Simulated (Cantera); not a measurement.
# Pyrogenic steam for wet oxidation

A perfectly stirred reactor is fed with H2 : O2 : N2 = 0.53 : 1 : 2.4 (molar parts), at 0.133 bar; it is held at 1200 K, and followed from long to short residence time.

Model: GRI-Mech 3.0 (53 species, 325 reactions), integrated in Cantera. The temperature is held fixed by assumption; the heat of reaction is taken as removed at once.

| τ (s) | x H2 | x O2 | x NO2 | x HO2 | x NO | x OH | x N2O |
|---|---|---|---|---|---|---|---|
| 9.4 | 3.92e-5 | 0.200 | 2.51e-9 | 1.23e-6 | 3.36e-7 | 0.000180 | 2.18e-7 |
| 1.4 | 0.000137 | 0.200 | 8.87e-10 | 3.57e-6 | 1.86e-7 | 0.000339 | 1.74e-7 |
| 0.21 | 0.000468 | 0.200 | 3.86e-10 | 8.40e-6 | 1.79e-7 | 0.000643 | 1.19e-7 |
| 0.031 | 0.00154 | 0.200 | 3.06e-10 | 1.50e-5 | 4.14e-7 | 0.00125 | 7.21e-8 |
| 0.0046 | 0.00478 | 0.199 | 2.68e-10 | 2.04e-5 | 1.15e-6 | 0.00245 | 3.90e-8 |
| 0.00068 | 0.0140 | 0.200 | 1.80e-10 | 2.20e-5 | 2.10e-6 | 0.00440 | 1.89e-8 |
| 0.00010 | 0.0407 | 0.209 | 3.76e-11 | 1.96e-5 | 8.14e-7 | 0.00585 | 6.50e-9 |
x: mole fraction; the columns are a selection and need not sum to one.
